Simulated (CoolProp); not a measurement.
Vapour-liquid equilibrium of carbon dioxide (1) + propane (2) at 269.5 K; x and y are mole fractions of (1).

Model: multi-fluid Helmholtz-energy mixture model, Span 1996 and Lemmon 2009; pair parameters Kunz 2012, in CoolProp.

| x | bubble pressure (bar) | y at the bubble point | dew pressure at overall composition x (bar) | liquid density (mol/L) |
|---|---|---|---|---|
| 0.05 | 6.431 | 0.340 | 4.464 | 12.32 |
| 0.125 | 9.770 | 0.572 | 4.852 | 12.67 |
| 0.2 | 12.96 | 0.683 | 5.309 | 13.04 |
| 0.275 | 15.84 | 0.747 | 5.857 | 13.43 |
| 0.35 | 18.33 | 0.787 | 6.525 | 13.84 |
| 0.425 | 20.43 | 0.815 | 7.357 | 14.28 |
| 0.5 | 22.19 | 0.837 | 8.424 | 14.76 |
| 0.575 | 23.73 | 0.855 | 9.842 | 15.31 |
| 0.65 | 25.12 | 0.872 | 11.82 | 15.94 |
| 0.725 | 26.48 | 0.890 | 14.73 | 16.70 |
| 0.8 | 27.85 | 0.912 | 19.25 | 17.63 |
| 0.875 | 29.25 | 0.938 | 25.34 | 18.81 |
| 0.95 | 30.68 | 0.971 | 29.82 | 20.32 |

No azeotrope shows between x = 0.05 and 0.95.

The pair parameters rest on a limited set of measurements; away from them the model extrapolates.
